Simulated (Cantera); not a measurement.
A perfectly stirred reactor is fed with NH3 : H2 = 1 : 5.9 (molar parts), at 17.3 Torr; it is held at 1850 K, and followed from long to short residence time.

Computed with Cantera and the gas-phase N/H chemistry of the illustrative SiF4/NH3 mechanism in the Surface Chemkin manual (1991). Walls and surfaces, which speed up NH3 decomposition in real reactors, are not modelled.

x: mole fraction; the columns are a selection and need not sum to one.

```tsv
τ (s)	x NH3	x H2	x N	x NH2	x NH	x N2	x H
13	0.0504	0.908	3.47e-7	9.64e-5	2.90e-6	0.0412	0.000634
4.6	[?]	0.888	3.52e-7	[?]	[?]	[?]	[?]
1.6	0.116	0.871	3.50e-7	0.000170	3.86e-6	0.0124	0.000464
0.57	0.133	0.861	3.33e-7	0.000183	3.92e-6	[?]	0.000432
0.20	0.141	0.857	2.86e-7	0.000181	3.61e-6	0.00159	0.000401
0.069	0.144	0.855	1.72e-7	0.000154	2.58e-6	0.000352	0.000335
0.024	0.145	0.855	3.23e-8	8.82e-5	8.46e-7	2.86e-5	0.000190
0.0084	0.145	0.855	1.72e-9	3.31e-5	1.19e-7	9.60e-7	7.13e-5
0.0029	0.145	0.855	7.16e-11	1.15e-5	1.44e-8	3.20e-8	2.47e-5
```

Problem. What belongs in the gaps?

Solution. 
- 4.6, x NH3: 0.0855
- 4.6, x NH2: 0.000138
- 4.6, x NH: 3.50e-6
- 4.6, x N2: 0.0259
- 4.6, x H: 0.000524
- 0.57, x N2: 0.00493
